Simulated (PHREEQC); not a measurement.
## Leach liquor: speciation

Make-up at 17 °C: 0.24 mol/kgw H2SO4, 0.048 mol/kgw Li2SO4 and 0.021 mol/kgw MgSO4. Closed to the air; pH follows from the charge balance.

Model: ion-association model, phreeqc.dat, run in PHREEQC.

Each row changes one thing in this solution. Precipitation was switched off in this run.

| case | pH | ionic strength (mol/kgw) | HSO4- (mol/kgw) | SO4-2 (mol/kgw) | Mg+2 (mol/kgw) | MgSO4 (mol/kgw) |
|---|---|---|---|---|---|---|
| as made | 0.74 | 0.420 | 0.243 | 0.0530 | 0.0130 | 0.00803 |
| temperature from 17 to 25 °C | 0.75 | 0.407 | 0.249 | 0.0471 | 0.0126 | … |
| Li2SO4 left out | 0.69 | 0.345 | 0.215 | 0.0386 | 0.0139 | 0.00709 |
| MgSO4 from 0.021 to 0.0315 mol/kgw | 0.74 | 0.438 | 0.247 | 0.0556 | 0.0193 | … |
| H2SO4 from 0.24 to 0.48 mol/kgw | 0.43 | 0.682 | 0.473 | 0.0636 | 0.0135 | 0.00752 |
| diluted 5-fold with water | 1.32 | 0.105 | 0.0387 | 0.0209 | 0.00265 | … |
| diluted 100-fold with water | 2.41 | 0.00812 | 0.000594 | 0.00245 | 0.000171 | 3.87e-5 |

### Question
What belongs in the gaps?

### Answer

- temperature from 17 to 25 °C, MgSO4 (mol/kgw): 0.00844
- MgSO4 from 0.021 to 0.0315 mol/kgw, MgSO4 (mol/kgw): 0.0122
- diluted 5-fold with water, MgSO4 (mol/kgw): 0.00155
